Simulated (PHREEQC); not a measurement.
Silver or lead bath: speciation

Solution (39 °C): 0.00067 mol PbCl2 per kg of water. Closed to the air; pH follows from the charge balance.

All values are PHREEQC results (ion-association model, phreeqc.dat), not measurements.

Each row changes one thing in this solution. This is a speciation only: nothing precipitates in the calculation.

| case | pH | ionic strength (mol/kgw) |
|---|---|---|
| as made | 5.49 | 0.00193 |
| PbCl2 from 0.00067 to 0.000134 mol/kgw | 5.81 | 0.000397 |
| PbCl2 from 0.00067 to 0.000335 mol/kgw | 5.63 | ___ |
| PbCl2 from 0.00067 to 0.0067 mol/kgw | 5.09 | 0.0164 |
| PbCl2 replaced by FeCl3 at the same molality | ___ | ___ |

Task: Complete the blanks.

Result: 
- PbCl2 from 0.00067 to 0.000335 mol/kgw, ionic strength (mol/kgw): 0.000982
- PbCl2 replaced by FeCl3 at the same molality, pH: 3.08
- PbCl2 replaced by FeCl3 at the same molality, ionic strength (mol/kgw): 0.00253

Some of these states are supersaturated (in Hematite (slow to form), Goethite (slow to form), for instance). At this temperature some constants are extrapolated from 25 °C, and those without enthalpy data are left unchanged.
